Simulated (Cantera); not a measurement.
## Premixed flame

A freely propagating, adiabatic, planar premixed flame of 2.66 % CH₄, 0.664 % C₂H₆, 3.19 % C₃H₈, 19.7 % O₂, 73.8 % N₂, equivalence ratio 1.2, unburnt at 675 K and 1.01 bar; mixture-averaged transport, grid criteria slope 0.08 and curve 0.16, no radiation.

Detailed kinetics in Cantera: GRI-Mech 3.0 (53 species, 325 reactions). GRI-Mech 3.0 was tuned for natural gas; its chemistry of propane as a main component is partial and can be far from experiment. Burning velocities carry a grid error of a few per cent, more on coarse grids.

```json
[
 {"z (mm)": "-0.779", "T (K)": "675", "u (m/s)": "1.84", "x CH₄": "0.0265", "x C₂H₆": "0.00663", "x C₃H₈": "0.0318", "x CH₂": "<1e-8", "x CO": "4.61e-6", "x CH₂O": "2.34e-7"},
 {"z (mm)": "-0.519", "T (K)": "677", "u (m/s)": "1.85", "x CH₄": "0.0264", "x C₂H₆": "0.00661", "x C₃H₈": "0.0317", "x CH₂": "<1e-8", "x CO": "6.66e-5", "x CH₂O": "4.46e-6"},
 {"z (mm)": "-0.389", "T (K)": "683", "u (m/s)": "1.88", "x CH₄": "0.0262", "x C₂H₆": "0.00658", "x C₃H₈": "0.0316", "x CH₂": "<1e-8", "x CO": "0.000314", "x CH₂O": "2.48e-5"},
 {"z (mm)": "-0.260", "T (K)": "727", "u (m/s)": "2.02", "x CH₄": "0.0254", "x C₂H₆": "0.00651", "x C₃H₈": "0.0310", "x CH₂": "<1e-8", "x CO": "0.00216", "x CH₂O": "0.000197"},
 {"z (mm)": "-0.130", "T (K)": "1065", "u (m/s)": "3.05", "x CH₄": "0.0208", "x C₂H₆": "0.00607", "x C₃H₈": "0.0223", "x CH₂": "6.12e-7", "x CO": "0.0194", "x CH₂O": "0.00139"},
 {"z (mm)": "-0.0649", "T (K)": "1463", "u (m/s)": "4.33", "x CH₄": "0.0144", "x C₂H₆": "0.00337", "x C₃H₈": "0.00710", "x CH₂": "2.29e-5", "x CO": "0.0455", "x CH₂O": "0.00188"},
 {"z (mm)": "0", "T (K)": "1850", "u (m/s)": "5.59", "x CH₄": "0.00539", "x C₂H₆": "0.000308", "x C₃H₈": "0.000212", "x CH₂": "0.000118", "x CO": "0.0749", "x CH₂O": "0.000889"},
 {"z (mm)": "0.0649", "T (K)": "2044", "u (m/s)": "6.21", "x CH₄": "0.000846", "x C₂H₆": "3.08e-6", "x C₃H₈": "3.09e-7", "x CH₂": "7.66e-5", "x CO": "0.0845", "x CH₂O": "0.000206"},
 {"z (mm)": "0.130", "T (K)": "2102", "u (m/s)": "6.37", "x CH₄": "7.40e-5", "x C₂H₆": "1.03e-8", "x C₃H₈": "<1e-8", "x CH₂": "1.16e-5", "x CO": "0.0795", "x CH₂O": "2.65e-5"},
 {"z (mm)": "0.260", "T (K)": "2137", "u (m/s)": "6.44", "x CH₄": "3.91e-7", "x C₂H₆": "<1e-8", "x C₃H₈": "<1e-8", "x CH₂": "7.07e-8", "x CO": "0.0689", "x CH₂O": "1.63e-7"},
 {"z (mm)": "0.519", "T (K)": "2175", "u (m/s)": "6.53", "x CH₄": "<1e-8", "x C₂H₆": "<1e-8", "x C₃H₈": "<1e-8", "x CH₂": "<1e-8", "x CO": "0.0628", "x CH₂O": "<1e-8"},
 {"z (mm)": "1.04", "T (K)": "2225", "u (m/s)": "6.65", "x CH₄": "<1e-8", "x C₂H₆": "<1e-8", "x C₃H₈": "<1e-8", "x CH₂": "<1e-8", "x CO": "0.0610", "x CH₂O": "<1e-8"},
 {"z (mm)": "2.08", "T (K)": "2285", "u (m/s)": "6.81", "x CH₄": "<1e-8", "x C₂H₆": "<1e-8", "x C₃H₈": "<1e-8", "x CH₂": "<1e-8", "x CO": "0.0599", "x CH₂O": "<1e-8"}
]
```
x: mole fraction of selected species; z is measured from the peak of heat release.

```yaml
laminar_burning_velocity: 184 cm/s
thermal_thickness: 0.260 mm
peak x(CH₂): 0.000126
peak x(CO): 0.0846
peak x(CH₂O): 0.00190
grid_points: 148
```
